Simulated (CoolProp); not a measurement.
Properties of R141b at several states (Tc = 204.4 °C, pc = 42.12 bar, ω = 0.220).

Computed with CoolProp (reference Helmholtz-energy equation of state, Lemmon 2006). It is a short technical equation, of lower accuracy than the large ones.

```
T (°C)  p (bar)   phase  cv (kJ/(kg K))  Prandtl number
------  -------  ------  --------------  --------------
-19.85      146  liquid          0.7813            8.48
-23.95      4.7  liquid          0.7743            8.14
68.85       246  liquid          0.8510            4.44
-32.15    0.457  liquid          0.7710            9.00
105.45    0.899     gas          0.7986           0.629
-33.75      155  liquid          0.7764            10.2
```

Viscosity comes from a separate model (Huber 2003), an estimate that may be off by 10 % or more. Thermal conductivity comes from a separate model (Huber 2003), an estimate that may be off by 10 % or more.
